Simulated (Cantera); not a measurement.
A perfectly stirred reactor is fed with 21.3 % H2, 78.7 % O2, equivalence ratio 0.14, at 1330 Pa; it is held at 1025 K, and followed from long to short residence time.

Computed with Cantera and GRI-Mech 3.0 (53 species, 325 reactions). Radical loss at walls, strong at low pressure, is not modelled. The temperature is held fixed by assumption; the heat of reaction is taken as removed at once.

One state of this run: x H2 = 0.00509; x O2 = 0.755; x HO2 = 1.43e-5; x OH = 0.00222; x H2O2 = 5.71e-7; x H = 0.00399; x H2O = 0.227. x: mole fraction; the columns are a selection and need not sum to one.

Which value of τ (s) does it belong to?
A. 0.33
B. 0.090
C. 0.013
D. 1.2

B, 0.090
